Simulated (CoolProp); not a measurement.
A single-stage vapour-compression cycle with cis-2-butene: evaporating at 251.15 K (dew point), condensing at 297.15 K (bubble point), superheat 0 K, subcooling 8 K, compressor efficiency 0.75, no pressure losses. Each further row changes one setting.

Computed with CoolProp (reference Helmholtz-energy equation of state, Lemmon 2005). It is a short technical equation, of lower accuracy than the large ones.

```
case                              cooling COP  pressure ratio  discharge temperature (K)  refrigerating effect (kJ/kg)  volumetric capacity (kJ/m³)
--------------------------------  -----------  --------------  -------------------------  ----------------------------  ---------------------------
as stated                                3.70            6.13                      323.8                           357                          330
evaporating temperature 256.15 K   (withheld)      (withheld)                      319.8                    (withheld)                          417
condensing temperature 292.15 K          4.22      (withheld)                 (withheld)                           368                          340
subcooling 13 K                          3.81            6.13                      323.8                           368                          340
superheat 10 K                           3.68            6.13                 (withheld)                           370                   (withheld)
compressor efficiency 0.65               3.20            6.13                      332.9                           357                          330
```

Question: Fill in the missing entries.

Answer: 
- evaporating temperature 256.15 K, cooling COP: 4.30
- evaporating temperature 256.15 K, pressure ratio: 4.85
- evaporating temperature 256.15 K, refrigerating effect (kJ/kg): 363
- condensing temperature 292.15 K, pressure ratio: 5.20
- condensing temperature 292.15 K, discharge temperature (K): 317.0
- superheat 10 K, discharge temperature (K): 334.3
- superheat 10 K, volumetric capacity (kJ/m³): 328
